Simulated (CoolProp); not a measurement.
Values from CoolProp's reference Helmholtz-energy equation of state, Kamei 1995.

Problem. For R22, give the phase and the cp (kJ/(kg K)), speed of sound (m/s), Prandtl number at 10.35 °C and 2610 kPa; 91.45 °C and 162 kPa.

Solution. 
- 10.35 °C and 2610 kPa: liquid; cp 1.19, speed of sound 628, Prandtl number 2.00
- 91.45 °C and 162 kPa: gas; cp 0.734, speed of sound 199, Prandtl number 0.763

Viscosity comes from a separate model (Bell 2016), an estimate that may be off by 10 % or more. Thermal conductivity comes from a separate model (McLinden 2000), an estimate that may be off by 10 % or more.
